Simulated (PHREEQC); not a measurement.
Consider water at 85 °C with 0.46 mol/kgw CaCl2, 0.00034 mol/kgw Na2SO4 and 0.0009 mol/kgw MgSO4. Closed to the air; pH follows from the charge balance.

The numbers come from PHREEQC with the ion-association model, phreeqc.dat.

```json
{
  "ionic_strength": "1.38 mol/kgw",
  "activity_of_water": "0.977",
  "density": "1.009 g/cm³"
}
```

```
species  molality  activity   log γ
-------  --------  --------  ------
Cl-         0.920     0.512  -0.254
Ca+2        0.459    0.0959  -0.680
Mg+2     0.000893  0.000238  -0.575
CaSO4    0.000817   0.00112   0.138
Na+      0.000680  0.000486  -0.145
SO4-2    0.000416   4.53e-5  -0.963
MgSO4     6.64e-6   9.13e-6   0.138
H+        1.00e-6   7.11e-7  -0.148
OH-       8.45e-7   4.40e-7  -0.284
NaSO4-    2.49e-7   1.51e-7  -0.215
MgOH+     1.67e-7   1.08e-7  -0.189
```

This is a speciation only: nothing precipitates in the calculation. The ionic strength is past about 0.7 mol/kgw, beyond the range of this activity model, so the values are rough. Away from 25 °C the constants follow the database's enthalpies or fits; those with neither stay at their 25 °C values.
